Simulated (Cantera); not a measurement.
Input: 1 mol SiH₄, 0.019 mol HCl, a varied amount of N₂, equilibrated at 1575 K and 630 Pa.

Equilibrium computed with Cantera from the NASA thermochemical tables; the gas is ideal and each condensed phase is pure. Candidate condensed phases: NH₄Cl, Si, Si₃N₄; 28 gas species. Equilibrium is a limit: real reactors are often held back by kinetics, nucleation or transport.

x: gas mole fraction; n: condensed amount in mol.

```tsv
n(N₂) (mol)	x N₂	x H₂	x HCl	x H	n Si₃N₄(s)
11	0.836	0.162	[?]	0.000211	0.333
14	0.868	0.130	[?]	0.000189	0.333
19	0.901	0.0982	[?]	0.000164	0.333
24	0.920	0.0788	[?]	0.000147	0.333
31	0.938	0.0618	[?]	0.000130	0.333
39	0.950	0.0495	[?]	0.000116	0.333
51	0.961	0.0382	[?]	0.000102	0.333
65	0.970	0.0301	[?]	9.08e-5	0.333
83	0.976	0.0237	[?]	8.06e-5	0.333
110	0.982	0.0179	[?]	7.01e-5	0.333
```

Problem. Some entries are withheld; supply them.

Solution. 
- 11, x HCl: 0.00153
- 14, x HCl: 0.00123
- 19, x HCl: 0.000926
- 24, x HCl: 0.000743
- 31, x HCl: 0.000582
- 39, x HCl: 0.000467
- 51, x HCl: 0.000360
- 65, x HCl: 0.000284
- 83, x HCl: 0.000223
- 110, x HCl: 0.000169
